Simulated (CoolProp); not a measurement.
Cyclopentane along the isobar 0.101 MPa: density (kg/m³) from the reference equation and from simpler models built on Tc = 511.7 K, pc = 4.583 MPa, ω = 0.202; each cubic takes its own stable root.

Computed with CoolProp (reference Helmholtz-energy equation of state, Gedanitz 2015).

```tsv
T (K)	phase	reference
231.5	liquid	803.2
252.2	liquid	784.3
272.8	liquid	765.0
293.4	liquid	745.1
314.1	liquid	724.4
334.7	gas	2.627
355.3	gas	2.460
375.9	gas	2.315
396.6	gas	2.187
417.2	gas	2.073
437.8	gas	1.972
458.5	gas	1.879
```

Q: How far does each simpler model (Redlich-Kwong, Soave-Redlich-Kwong, Peng-Robinson) lie from the reference over these 12 states: mean and median of the absolute difference, and the worst?

A: 
- Redlich-Kwong: mean 10.4 %, median 0.5 %, worst -99.6 % at 314.1 K and 0.101 MPa
- Soave-Redlich-Kwong: mean 2.0 %, median 0.3 %, worst -4.9 % at 231.5 K and 0.101 MPa
- Peng-Robinson: mean 3.2 %, median 0.2 %, worst +8.1 % at 314.1 K and 0.101 MPa

At some of these states Redlich-Kwong gives the other phase, because its saturation line lies elsewhere.
